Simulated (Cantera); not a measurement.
A closed system holds: 1 mol B2O3, 0.22 mol H2O, 65 mol H2, equilibrated at 1598 K and 1.00 bar.

These are equilibrium values from Cantera (NASA tables, ideal gas, pure condensed phases), not measurements of a reactor. Candidate condensed phases: B, B2O3, B3O3H3, H2O; 23 gas species. Gases not in the tables: H3BO3. Equilibrium is a limit: real reactors are often held back by kinetics, nucleation or transport.

Base state: H2 0.993, HBO2 0.00275, H2O 0.00253, HBO 0.00104, B2O3 0.000141, H 5.31e-5 (mole fractions); condensed: B2O3(l).

**Question.** What changes in the equilibrium state with this change: B2O3 replaced by B?

**Answer.** 
```json
[
 {"species": "H2", "before": "0.993", "after": "0.997"},
 {"species": "HBO", "before": "0.00104", "after": "0.00275"},
 {"species": "B3O3H3", "before": "8.45e-6", "after": "0.000155"},
 {"species": "HBO2", "before": "0.00275", "after": "2.41e-5"},
 {"species": "H2O", "before": "0.00253", "after": "8.45e-6"},
 {"species": "BH2", "before": "3.21e-8", "after": "2.55e-5"},
 {"species": "B2O3", "before": "0.000141", "after": "3.26e-6"},
 {"species": "B2O2", "before": "6.33e-6", "after": "4.39e-5"},
 {"species": "H", "before": "5.31e-5", "after": "5.31e-5"},
 {"species": "B2O3(l), mol", "before": "0.866", "after": "0"},
 {"species": "B(s), mol", "before": "0", "after": "0.780"}
]
```
The tables' values for BH2 are old estimates; treat these amounts as uncertain.
